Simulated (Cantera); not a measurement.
Charge: 1 mol BF3, 100 mol H2, 1.3 mol N2, equilibrated at 1523.15 K and 0.000660 bar.

Cantera equilibrium calculation (NASA polynomials, part measured and part estimated; ideal gas, pure solids and liquids). Candidate condensed phases: B, BN; 31 gas species. The tables' values for BF2 are old estimates; treat these amounts as uncertain. Rates play no part.

Base state: H2 0.970, N2 0.0121, HF 0.00847, BF3 0.00501, BF2 0.00166, BF 0.00139, H 0.000888, BHF2 0.000509 (mole fractions); condensed: BN(s).

Task: What changes in the equilibrium state with this change: pressure from 0.000660 bar to 0.100 bar?

Result: 
```
species       before     after
----------  --------  --------
H2             0.970     0.973
N2            0.0121    0.0113
HF           0.00847   0.00904
BF2          0.00166  0.000158
BF           0.00139   1.01e-5
BF3          0.00501   0.00625
H           0.000888   7.22e-5
BHF2        0.000509  0.000597
BN(s), mol     0.120     0.282
```
